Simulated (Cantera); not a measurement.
Cantera run:

```python
import numpy as np
import cantera as ct

gas_names = """
    C CH CH2 CH3 CH2OH CH3O CH4 CH3OH CO CO2 COOH C2 C2H CHCO,ketyl C2H2,acetylene C2H2,vinylidene
    CH2CO,ketene C2H3,vinyl CH3CO,acetyl C2H4 C2H4O,ethylen CH3CHO,ethanal CH3COOH (HCOOH)2 C2H5 C2H6
    CH3OCH3 C2H5OH C2O C3 C3H3,propargyl C3H4,allene C3H4,propyne C3H4,cyclo- C3H5,allyl C3H6,propylene
    C3H6,cyclo- C3H6O C3H7,n-propyl C3H7,i-propyl C3H8 C3H8O,1propanol C3H8O,2propanol C3O2 C4 C4H2
    C4H4,1,3-cyclo- C4H6,butadiene C4H6,2-butyne C4H6,cyclo- C4H8,1-butene C4H8,cis2-buten
    C4H8,tr2-butene C4H8,isobutene C4H8,cyclo- (CH3COOH)2 C4H9,n-butyl C4H9,i-butyl C4H9,s-butyl
    C4H9,t-butyl C4H10,isobutane C4H10,n-butane C5 C5H6,1,3cyclo- C5H8,cyclo- C5H10,1-pentene
    C5H10,cyclo- C5H11,pentyl C5H11,t-pentyl C5H12,n-pentane C5H12,i-pentane CH3C(CH3)2CH3 C6H2
    C6H5,phenyl C6H5O,phenoxy C6H6 C6H5OH,phenol C6H10,cyclo- C6H12,1-hexene C6H12,cyclo- C6H13,n-hexyl
    C7H7,benzyl C7H8 C7H8O,cresol C7H14,1-heptene C7H15,n-heptyl C7H16,n-heptane C8H8,styrene
    C8H10,ethylbenz C8H16,1-octene C8H17,n-octyl C8H18,isooctane C8H18,n-octane C9H19,n-nonyl
    C10H8,naphthale C10H21,n-decyl C12H9,o-bipheny C12H10,bipheny H HCO HO2 H2 HCHO,formaldehy HCOOH H2O
    H2O2 Mg MgH MgO MgOH MgO2H2 Mg2 O OH O2 O3
""".split()
cond_names = """
    C(gr) C6H6(L) C7H8(L) C8H18(L),n-octa H2O(s) H2O(L) Mg(cr) Mg(L) MgCO3(s) MgO(s) MgO(L) MgO2H2(s)
""".split()


def load(file, names, dense=False):
    # The tables refer to 1 bar. Condensed volumes are neglected.
    table = {s.name: s for s in ct.Species.list_from_file(file)}
    out = []
    for n in names:
        d = dict(table[n].input_data)
        d["thermo"] = dict(d["thermo"], **{"reference-pressure": 1e5})
        if dense:
            d["equation-of-state"] = {"model": "constant-volume", "density": "1e6 g/cm^3"}
        out.append(ct.Species.from_dict(d))
    return out


gas = ct.Solution(thermo="ideal-gas", species=load("nasa_gas.yaml", gas_names))
cond = {s.name: ct.Solution(thermo="fixed-stoichiometry", species=[s], name=s.name)
        for s in load("nasa_condensed.yaml", cond_names, dense=True)}
atoms = {
    'MgO': {'Mg': 1, 'O': 1},
    'CO': {'C': 1, 'O': 1},
    'H2': {'H': 2},
}
top_T = {'C(gr)': 4500}  # K; cautious upper limits of use, not melting points


def equilibrate(T, P, feed):
    n = {}
    for name, mol in feed.items():
        for a, k in atoms[name].items():
            n[a] = n.get(a, 0.0) + k * mol
    gas.TPX = T, P, n
    mass = sum(n.values()) * gas.mean_molecular_weight
    gas.equilibrate("TP")
    valid = [c for c in cond.values() if c.min_temp <= T <= top_T.get(c.name, c.max_temp)]
    mix = ct.Mixture([(gas, mass / gas.mean_molecular_weight)] + [(c, 0.0) for c in valid])
    mix.T, mix.P = T, P
    mix.equilibrate("TP", solver="vcs", rtol=1e-11, max_steps=5000)
    return mix


results = []
feed = {'MgO': 1, 'CO': 6.7, 'H2': 0.15}  # mol
T = 1975  # K
P = 101325  # Pa
mix = equilibrate(T, P, feed)
results.append((T, P, feed, dict(zip(mix.species_names, mix.species_moles))))
print(gas.report(threshold=0.0001))
for i in range(1, mix.n_phases):
    print(f"{mix.phase(i).name:16s} {mix.phase_moles(i):12.5e} mol")
```

Result:

```
       temperature   1975 K
          pressure   1.0132e+05 Pa
           density   0.16943 kg/m^3
  mean mol. weight   27.458 kg/kmol
   phase of matter   gas

                          1 kg             1 kmol
                     ---------------   ---------------
          enthalpy       -1.9075e+06       -5.2378e+07  J
   internal energy       -2.5056e+06       -6.8799e+07  J
           entropy            9382.1        2.5762e+05  J/K
    Gibbs function       -2.0437e+07       -5.6117e+08  J
 heat capacity c_p            1318.6             36208  J/K
 heat capacity c_v            1015.8             27894  J/K

                      mass frac. Y      mole frac. X     chem. pot. / RT
                     ---------------   ---------------   ---------------
                CO           0.99461           0.97502           -34.403
               CO2         0.0023044         0.0014378           -62.122
                 H        7.3366e-06        0.00019985           -11.631
                H2          0.001587          0.021616           -23.262
               H2O        9.3929e-05        0.00014317           -50.981
                Mg         0.0013963         0.0015775           -17.964
     [ +110 minor]        5.0599e-06        4.8484e-06

C(gr)             0.00000e+00 mol
Mg(L)             0.00000e+00 mol
MgO(s)            9.89144e-01 mol
```

Method: chemical equilibrium by Gibbs-energy minimisation in Cantera with the NASA 1993 tables (ideal gas, pure condensed phases).
